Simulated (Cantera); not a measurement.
A perfectly stirred reactor is fed with 1.47 % CH4, 0.480 % O2, 98.0 % N2, equivalence ratio 6.1, at 1.00 atm; it is held at 1275 K, and followed from long to short residence time.

Model: GRI-Mech 3.0 (53 species, 325 reactions), integrated in Cantera. GRI-Mech 3.0 stops at C3 and has no aromatics, soot or wall deposition, so with more carbon than oxygen in the feed, carbon stays in small species such as C2H2 where larger ones or solid carbon would form.

### Question
Predict: x(CH4) at τ = 6.70 s; x(O2) at τ = 6.70 s; x(HO2) at τ = 6.70 s; x(CH4) at τ = 0.190 s; x(O2) at τ = 0.190 s; x(HO2) at τ = 0.190 s.

### Answer
```
Item                    Result
---------------------  -------
x(CH4) at τ = 6.70 s   0.00975
x(O2) at τ = 6.70 s    0.00109
x(HO2) at τ = 6.70 s   2.59e-8
x(CH4) at τ = 0.190 s   0.0147
x(O2) at τ = 0.190 s   0.00478
x(HO2) at τ = 0.190 s  2.94e-8
```
